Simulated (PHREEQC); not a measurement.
PHREEQC input (ion-association model, phreeqc.dat):

```
SOLUTION_SPECIES
  SO4-2 + 9 H+ + 8 e- = HS- + 4 H2O  # shut off: sulfate is not reduced
    -log_k -100
    -delta_h 0
    -analytic -100
SOLUTION 0
  temp 15
  units mmol/kgw
  pH 7 charge
  S(6) 15
  Zn 15
  Cl 24.01
  Mn(2) 12
SOLUTION 1-30
  temp 15
  units mmol/kgw
  pH 7 charge
  Cl 22.41
  Cd 1.2
  K 20
END
EXCHANGE 1-30
  X 0.096
  -equilibrate 1
END
SELECTED_OUTPUT 1
  -reset false
  -pH true
  -pe true
  -ionic_strength true
  -water true
  -step true
  -totals Cd Cl K Mn S Zn Mn(2) Mn(3) S(-2) S(6)
  -molalities KX MnX2 CdX2 ZnX2
  -saturation_indices Pyrochroite Sylvite Zn(OH)2(e) Cd(OH)2
PRINT
  -reset false
TRANSPORT
  -cells 30
  -shifts 180
  -lengths 0.00666667
  -time_step 720
  -dispersivities 0.01
  -boundary_conditions flux flux
  -correct_disp true
  -punch_cells 30
  -punch_frequency 6
END
```

Selected output (columns that matter, 26 of 31 rows; pore volumes added in front):

```
pore volumes	pH	mu	Cd	Cl	K	Mn	S	Zn	m_KX	m_MnX2	si_Pyrochroite	si_Sylvite	si_Zn(OH)2(e)	si_Cd(OH)2
0	5.0511	0.022258	0.0012	0.02241	0.02	0	0	0	0.077191	0	-1000	-4.3374	-1000	-7.0598
0.2167	5.0511	0.022258	0.0012	0.02241	0.02	0	7.8549e-11	0	0.077191	0	-1000	-4.3374	-1000	-7.0598
0.4167	5.0519	0.022379	0.0012092	0.022415	0.020071	1.9713e-22	4.2413e-05	0	0.077191	1.6849e-21	-27.057	-4.3362	-1000	-7.0556
0.8167	5.1265	0.035238	0.0023823	0.022908	0.027473	6.2671e-09	0.0046696	1.7962e-12	0.077149	2.5548e-08	-13.508	-4.2303	-13.381	-6.6912
1.0167	5.1725	0.046038	0.0036683	0.023343	0.033475	3.8025e-06	0.0087434	1.4847e-08	0.077035	9.8497e-06	-10.691	-4.1649	-9.4496	-6.462
1.2167	5.1993	0.053758	0.0047293	0.023663	0.037506	9.147e-05	0.011749	1.8404e-06	0.07667	0.00018181	-9.2897	-4.1282	-7.347	-6.3282
1.4167	5.2124	0.058222	0.0052655	0.023848	0.0392	0.00050279	0.013477	2.7401e-05	0.075498	0.0008765	-8.5398	-4.1151	-6.1696	-6.2708
1.6167	5.2174	0.06064	0.0053033	0.023939	0.038937	0.0013835	0.014335	0.00014394	0.072962	0.0022749	-8.0972	-4.1199	-5.4482	-6.2645
2.0167	5.215	0.062994	0.0045	0.023998	0.0344	0.004202	0.014889	0.00098067	0.063021	0.0066369	-7.6212	-4.1713	-4.6207	-6.3425
2.2167	5.2104	0.063815	0.0038984	0.024005	0.030863	0.0058214	0.014956	0.0018025	0.055968	0.0090588	-7.4873	-4.2159	-4.3625	-6.4126
2.4167	5.2045	0.064619	0.0032619	0.024008	0.026898	0.0073779	0.014983	0.0028936	0.048162	0.011266	-7.394	-4.2729	-4.1649	-6.4998
2.6167	5.1979	0.065437	0.0026409	0.024009	0.022799	0.008755	0.014994	0.0041979	0.040221	0.013065	-7.3306	-4.3421	-4.0124	-6.6026
2.8167	5.1911	0.066254	0.0020736	0.02401	0.018831	0.0098828	0.014998	0.0056258	0.032697	0.014381	-7.2893	-4.4227	-3.8948	-6.7191
3.2167	5.1788	0.067739	0.0011821	0.02401	0.012018	0.01135	0.015	0.0084581	0.02025	0.015723	-7.2502	-4.6139	-3.7358	-6.9843
3.4167	5.1738	0.06835	0.00086517	0.02401	0.0093453	0.011753	0.015	0.0097089	0.015548	0.015941	-7.2437	-4.7218	-3.6835	-7.1286
3.6167	5.1696	0.068857	0.00062339	0.02401	0.0071655	0.012	0.015	0.010794	0.011794	0.015986	-7.2421	-4.8361	-3.644	-7.2783
3.8167	5.1662	0.069263	0.00044368	0.02401	0.0054315	0.012136	0.015	0.011704	0.0088618	0.015929	-7.2432	-4.9557	-3.6141	-7.432
4.0167	5.1635	0.069581	0.00031276	0.02401	0.004079	0.0122	0.015	0.012448	0.0066083	0.015821	-7.2457	-5.0796	-3.5916	-7.5886
4.4167	5.1597	0.070005	0.00015225	0.02401	0.0022522	0.012211	0.015	0.013511	0.0036127	0.015568	-7.252	-5.3369	-3.562	-7.9079
4.6167	5.1585	0.07014	0.00010545	0.02401	0.0016601	0.01219	0.015	0.013874	0.0026539	0.015452	-7.2549	-5.4692	-3.5525	-8.0696
4.8167	5.1575	0.070238	7.2784e-05	0.02401	0.0012186	0.012164	0.015	0.014154	0.0019431	0.015351	-7.2576	-5.6033	-3.5454	-8.2323
5.0167	5.1568	0.07031	5.01e-05	0.02401	0.00089142	0.012138	0.015	0.014366	0.0014187	0.015265	-7.2598	-5.739	-3.54	-8.3957
5.2167	5.1562	0.070362	3.4412e-05	0.02401	0.00065023	0.012113	0.015	0.014528	0.0010333	0.015194	-7.2617	-5.876	-3.5361	-8.5598
5.6167	5.1555	0.070427	1.6156e-05	0.02401	0.00034358	0.012072	0.015	0.01474	0.00054494	0.015092	-7.2644	-6.1529	-3.5309	-8.8894
5.8167	5.1553	0.070446	1.1049e-05	0.02401	0.00024906	0.012057	0.015	0.014808	0.00039477	0.015056	-7.2653	-6.2927	-3.5293	-9.0548
6.0167	5.1551	0.07046	7.5496e-06	0.02401	0.00018026	0.012044	0.015	0.014858	0.00028558	0.015028	-7.2661	-6.433	-3.5281	-9.2205
```

Complexes and solids missing from the database can't appear.
